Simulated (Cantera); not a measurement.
Input: 1 mol Si, 1.2 mol CO₂, 940 mol H₂, at 1925 K and 13300 Pa.

These are equilibrium values from Cantera (NASA tables, ideal gas, pure condensed phases), not measurements of a reactor. Candidate condensed phases: C, C₆H₆, C₇H₈, C₈H₁₈, H₂O, Si, SiC, SiO₂; 123 gas species. Rates play no part.

Base state: H₂ 0.995, H 0.00261, CO 0.00127, SiO 0.00106, H₂O 0.000212 (mole fractions); condensed: gas only.

What changes in the equilibrium state with this change: temperature from 1925 K to 1023.15 K?


```json
[
 {"species": "H₂", "before": "0.995", "after": "0.999"},
 {"species": "CH₄", "before": "8.77e-9", "after": "0.000968"},
 {"species": "CO", "before": "0.00127", "after": "0.000310"},
 {"species": "H", "before": "0.00261", "after": "1.14e-8"},
 {"species": "SiO", "before": "0.00106", "after": "<1e-9"},
 {"species": "H₂O", "before": "0.000212", "after": "0.000116"},
 {"species": "SiO₂(β-quartz), mol", "before": "0", "after": "1.00"}
]
```

What changes in the equilibrium state with this change: temperature from 1925 K to 1725 K?


| species | before | after |
|---|---|---|
| H₂ | 0.995 | 0.997 |
| CO | 0.00127 | 0.00127 |
| SiO | 0.00106 | 0.00106 |
| H | 0.00261 | 0.000508 |
| H₂O | 0.000212 | 0.000212 |

What changes in the equilibrium state with this change: temperature from 1925 K to 1025 K?


```csv
species,before,after
H₂,0.995,0.999
CH₄,8.77e-9,0.000964
CO,0.00127,0.000313
H,0.00261,1.19e-8
SiO,0.00106,<1e-9
H₂O,0.000212,0.000112
"SiO₂(β-quartz), mol",0,1.00
```
